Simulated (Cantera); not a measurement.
Feed: 1 mol V, 0.46 mol H2O, equilibrated at 0.930 Pa.

These are equilibrium values from Cantera (NASA tables, ideal gas, pure condensed phases), not measurements of a reactor. Candidate condensed phases: H2O, V, VO, V2O3, V2O4, V2O5; 12 gas species. Mutual solubility and eutectic melting of coexisting phases are not modelled. VO: taken at fixed stoichiometry. Condensed phases not in the tables: N, O or C dissolved in the metal. Kinetics and transport are ignored. All values below are at 1573 K.

Base state: H2 0.987, H 0.0132, V 6.36e-5, VO 4.12e-5, H2O 2.35e-5 (mole fractions); condensed: V(s) + VO(s).

**Question.** What changes in the equilibrium state with this change: H2O from 0.46 to 7.2 mol?

**Answer.** 
```csv
species,before,after
H2O,2.35e-5,0.778
H2,0.987,0.207
VO2,1.31e-6,0.00779
H,0.0132,0.00607
OH,1.14e-8,0.000822
V,6.36e-5,<1e-9
O2,<1e-9,3.49e-5
O,<1e-9,2.02e-5
"V(s), mol",0.540,0
"VO(s), mol",0.460,0
"V2O3(s), mol",0,0.472
```
Condensed phases not in the tables: the oxides between V2O3 and V2O5 other than VO2.
